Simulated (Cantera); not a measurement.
What does this Cantera script print?

```python
import numpy as np
import cantera as ct

gas_names = [...]  # 62 gases of nasa_gas.yaml made of F, H, N, O, S
cond_names = """
    H2O(s) H2O(L) H2SO4(L) S(cr1) S(cr2) S(L)
""".split()


# ... load() reads the species with a 1 bar reference pressure and builds the phases ...
atoms = {
    'NF3': {'N': 1, 'F': 3},
    'SO2': {'S': 1, 'O': 2},
    'H2': {'H': 2},
    'H2O': {'H': 2, 'O': 1},
}
top_T = {}  # K; cautious upper limits of use, not melting points


# ... equilibrate(T, P, feed) seeds the gas with the atoms and calls Mixture.equilibrate('TP', solver="vcs", rtol=1e-11, max_steps=5000) ...
results = []
feed = {'NF3': 1, 'SO2': 0.17, 'H2': 0.61, 'H2O': 0.068}  # mol
P = 13332.2  # Pa
for T in [2700, 2750, 2800, 2850, 2900, 2950, 3000, 3050, 3100, 3150, 3200, 3250]:
    mix = equilibrate(T, P, feed)
    results.append((T, P, feed, dict(zip(mix.species_names, mix.species_moles))))

top = {s: max(r[3][s] / sum(r[3][g] for g in gas_names) for r in results) for s in gas_names}
cols = sorted((s for s in top if top[s] > 0.0001), key=lambda s: -top[s])[:6]
seen = [c for c in cond_names if any(r[3].get(c, 0) > 1e-12 for r in results)]
print("log10 of partial pressures in bar; condensed amounts in mol")
print(f"{'T/K':>10s}" + "".join(f"{s[:9]:>10s}" for s in cols + seen))
for T, P, feed, n in results:
    ng = sum(n[g] for g in gas_names)
    print(f"{T:10.4g}" + "".join(f"{np.log10(max(n[s] / ng * P / 1e5, 1e-99)):10.3f}" for s in cols)
          + "".join(f"{n.get(c, 0):10.4g}" for c in seen))
```

It prints:

```
log10 of partial pressures in bar; condensed amounts in mol
       T/K         F        HF        N2         O       SO2        SO
      2700    -1.234    -1.317    -1.755    -2.862    -2.393    -2.762
      2750    -1.235    -1.319    -1.757    -2.768    -2.434    -2.700
      2800    -1.237    -1.320    -1.759    -2.679    -2.481    -2.647
      2850    -1.238    -1.322    -1.761    -2.594    -2.536    -2.604
      2900    -1.240    -1.324    -1.763    -2.515    -2.599    -2.569
      2950    -1.242    -1.326    -1.765    -2.441    -2.670    -2.544
      3000    -1.243    -1.329    -1.768    -2.373    -2.751    -2.528
      3050    -1.245    -1.332    -1.771    -2.311    -2.841    -2.522
      3100    -1.247    -1.335    -1.773    -2.254    -2.942    -2.526
      3150    -1.248    -1.339    -1.776    -2.202    -3.054    -2.539
      3200    -1.249    -1.344    -1.779    -2.157    -3.176    -2.562
      3250    -1.250    -1.349    -1.782    -2.117    -3.309    -2.595
```

Method: chemical equilibrium by Gibbs-energy minimisation in Cantera with the NASA 1993 tables (ideal gas, pure condensed phases). The tables' values for SOF2 are old estimates; treat these amounts as uncertain.
